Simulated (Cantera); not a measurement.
## Transport properties of process gases

Gas mixture: 29.8 % C2H6, 47.9 % CO2, 22.3 % CO, at 0.430 bar, frozen composition.

Cantera's kinetic-theory transport with the Lennard-Jones parameters of GRI-Mech 3.0, ideal gas; thermal conductivity in the multicomponent form. The composition is frozen, though it would react at the higher temperatures.

```tsv
T (K)	ρ (kg/m³)	cp (J/kg/K)	μ (µPa s)	λ (mW/m/K)	Pr	D (cm²/s) N2	D (cm²/s) NH3	D (cm²/s) H2O
400	0.469	1260	17.7	29.6	0.754	0.647	0.682	0.699
600	0.313	1545	24.7	50.3	0.760	1.32	1.48	1.53
800	0.235	1761	30.8	71.1	0.762	2.15	2.51	2.62
1000	0.188	1927	36.1	91.3	0.763	3.14	3.74	3.92
1200	0.156	2050	41.0	110	0.762	4.27	5.14	5.42
1400	0.134	2145	45.5	128	0.762	5.52	6.72	7.09
```
D: mixture-averaged diffusion coefficient of that species in the mixture.
